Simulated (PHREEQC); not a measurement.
A solution holds 0.13 mol/kgw KOH, 0.00038 mol/kgw H4SiO4 and 7.2e-05 mol/kgw K3PO4, at 20 °C. Closed to the air; pH follows from the charge balance.

Computed with PHREEQC (ion-association model, wateq4f.dat).

```tsv
quantity	before	after
pH	13.15	12.13
ionic strength (mol/kgw)	0.131	0.131
H2SiO4-2 (mol/kgw)	0.000225	0.000192
H3SiO4- (mol/kgw)	0.000155	0.000187
PO4-3 (mol/kgw)	6.86e-5	5.74e-5
HPO4-2 (mol/kgw)	3.16e-6	1.36e-5
SI of Quartz (SiO2)	-3.12	-2.95
```

Task: Which change was made?
A. KOH replaced by K2SO4 at the same molality
B. 0.082 mol/kgw HBr added
C. KOH replaced by KI at the same molality
D. temperature from 20 to 55 °C
E. K3PO4 replaced by K2HPO4 at the same molality

Result: D, temperature from 20 to 55 °C

No solid was allowed to form. H3PO4, which wateq4f.dat lacks, is added to it with the constant of phreeqc.dat. At this temperature some constants are extrapolated from 25 °C, and those without enthalpy data are left unchanged.
